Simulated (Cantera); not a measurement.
A Cantera script and its output.

```python
import numpy as np
import cantera as ct

surf = ct.Interface("diamond.yaml", "diamond_100")
gas, bulk = surf.adjacent["gas"], surf.adjacent["diamond"]
k = surf.kinetics_species_index(bulk.species_names[0])
cover = ["c6HH", "c6H*", "c6*H", "c6**", "c6HM", "c6B"]

rows, drift = [], 0.0
print(f"{'T':>10s}{'um/h':>11s}" + "".join(f"{s:>11s}" for s in cover))
for v in [900, 950, 1000, 1050, 1100, 1150, 1200, 1250, 1300, 1350, 1400]:
    T, P, xH, xCH3 = v, 9900, 0.012, 5.4e-05
    gas.TPX = T, P, {"H": xH, "CH3": xCH3, "CH4": 0.012, "H2": 1 - xH - xCH3 - 0.012}
    surf.TP = bulk.TP = T, P
    surf.coverages = "c6H*:0.1, c6HH:0.9"
    surf.advance_coverages(100.0)
    before = surf.coverages
    surf.advance_coverages(100.0)
    drift = max(drift, np.max(np.abs(surf.coverages - before) / (surf.coverages + 1e-9)))
    rate = surf.net_production_rates[k] * bulk.mean_molecular_weight / bulk.density * 3.6e9
    rows.append([rate, *surf[cover].coverages])
    print(f"{v:10.4g}{rate:11.4e}" + "".join(f"{x:11.3e}" for x in rows[-1][1:]))
```

Output:

```
         T       um/h       c6HH       c6H*       c6*H       c6**       c6HM        c6B
       900 1.6742e+00  6.888e-01  1.063e-02  2.915e-01  4.395e-03  3.792e-03  4.543e-09
       950 2.2144e+00  6.409e-01  1.431e-02  3.341e-01  6.712e-03  3.027e-03  6.009e-09
      1000 2.8125e+00  5.948e-01  1.850e-02  3.736e-01  9.769e-03  2.434e-03  7.632e-09
      1050 3.4242e+00  5.512e-01  2.312e-02  4.092e-01  1.364e-02  1.955e-03  9.292e-09
      1100 3.9434e+00  5.105e-01  2.808e-02  4.407e-01  1.838e-02  1.536e-03  1.070e-08
      1150 4.1650e+00  4.729e-01  3.328e-02  4.680e-01  2.399e-02  1.136e-03  1.130e-08
      1200 3.8731e+00  4.386e-01  3.863e-02  4.910e-01  3.045e-02  7.469e-04  1.051e-08
      1250 3.1457e+00  4.075e-01  4.403e-02  5.100e-01  3.771e-02  4.200e-04  8.536e-09
      1300 2.3979e+00  3.793e-01  4.942e-02  5.252e-01  4.568e-02  2.054e-04  6.507e-09
      1350 1.9290e+00  3.538e-01  5.471e-02  5.370e-01  5.424e-02  9.247e-05  5.234e-09
      1400 1.7349e+00  3.311e-01  5.987e-02  5.456e-01  6.327e-02  4.022e-05  4.708e-09
```

Computed with Cantera and the Harris–Goodwin 1993 mechanism for the reconstructed diamond (100) surface.
